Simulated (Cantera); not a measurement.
Charge: 1 mol HMDSO, 0.21 mol N₂O, 17 mol N₂, equilibrated at 0.975 Torr.

Cantera equilibrium calculation (NASA polynomials, part measured and part estimated; ideal gas, pure solids and liquids). Candidate condensed phases: C, C₆H₆, C₇H₈, C₈H₁₈, H₂O, Si, SiC, SiO₂, Si₂N₂O, Si₃N₄; 151 gas species. The feed counts by its element totals alone. The numbers say what is thermodynamically allowed, not how fast it happens. All values below are at 1327 °C.

Base state: N₂ 0.627, H₂ 0.327, CO 0.0440, HCN 0.000927, H 0.000863, SiO 0.000128, HNC 2.12e-5 (mole fractions); condensed: C(graphite) + SiC(s).

Problem. What changes in the equilibrium state with this change: HMDSO replaced by SiCl₄?

Solution. 
| species | before | after |
|---|---|---|
| N₂ | 0.627 | 0.909 |
| Cl | 0 | 0.0428 |
| SiCl₄ | 0 | 0.0339 |
| H₂ | 0.327 | 0 |
| CO | 0.0440 | 0 |
| SiCl₃ | 0 | 0.00780 |
| SiCl₂ | 0 | 0.00442 |
| HCN | 0.000927 | 0 |
| C(graphite), mol | 2.77 | 0 |
| SiC(s), mol | 2.00 | 0 |
| SiO₂(β-quartz), mol | 0 | 0.0843 |
The tables' values for SiCl₃ are old estimates; treat these amounts as uncertain. The tables hold silica as quartz up to 1696 K and as liquid above; real silica turns to tridymite and cristobalite and melts near 1996 K.

Problem. What changes in the equilibrium state with this change: N₂O from 0.21 to 2 mol?

Solution. 
```json
[
 {"species": "N₂", "before": "0.627", "after": "0.612"},
 {"species": "H₂", "before": "0.327", "after": "0.289"},
 {"species": "CO", "before": "0.0440", "after": "0.0965"},
 {"species": "SiO", "before": "0.000128", "after": "0.000280"},
 {"species": "HCN", "before": "0.000927", "after": "0.000861"},
 {"species": "HNC", "before": "2.12e-5", "after": "1.97e-5"},
 {"species": "H", "before": "0.000863", "after": "0.000811"},
 {"species": "C(graphite), mol", "before": "2.77", "after": "0.990"},
 {"species": "SiC(s), mol", "before": "2.00", "after": "1.99"}
]
```
